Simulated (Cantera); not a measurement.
A diamond (100) surface in a fixed gas of H2 with x(CH4) = 0.0068, x(H) = 0.0002, at 1150 K, 0.0120 bar; coverages are run to steady state.

Model: the Harris–Goodwin 1993 mechanism for the reconstructed diamond (100) surface, integrated in Cantera.

θ: site fractions in the mechanism's names (c6HH fully hydrogenated, c6H* and c6*H radical sites, c6** diradical, c6HM methylated).

| x(CH3) | growth (µm/h) | θ c6HH | θ c6H* | θ c6*H | θ c6** | θ c6HM |
|---|---|---|---|---|---|---|
| 1e-06 | 0.000306 | 0.550 | 0.0290 | 0.411 | 0.00976 | 9.81e-6 |
| 2e-06 | 0.000612 | 0.550 | 0.0290 | 0.411 | 0.00975 | 1.96e-5 |
| 4.2e-06 | [?] | 0.550 | 0.0290 | 0.411 | 0.00974 | [?] |
| 8.5e-06 | 0.00259 | 0.550 | 0.0290 | 0.411 | 0.00972 | 8.33e-5 |
| 1.7e-05 | 0.00516 | 0.550 | 0.0290 | 0.411 | 0.00967 | 0.000166 |
| 3.6e-05 | [?] | 0.550 | 0.0290 | 0.411 | 0.00957 | [?] |
| 7.3e-05 | 0.0216 | 0.549 | 0.0289 | 0.410 | 0.00938 | 0.000709 |
| 0.00015 | 0.0429 | 0.548 | 0.0289 | 0.409 | 0.00900 | 0.00144 |
| 0.0003 | 0.0805 | 0.546 | 0.0287 | 0.407 | 0.00834 | 0.00283 |

Problem. Complete the blanks.

Solution. 
- 4.2e-06, growth (µm/h): 0.00128
- 4.2e-06, θ c6HM: 4.12e-5
- 3.6e-05, growth (µm/h): 0.0108
- 3.6e-05, θ c6HM: 0.000351
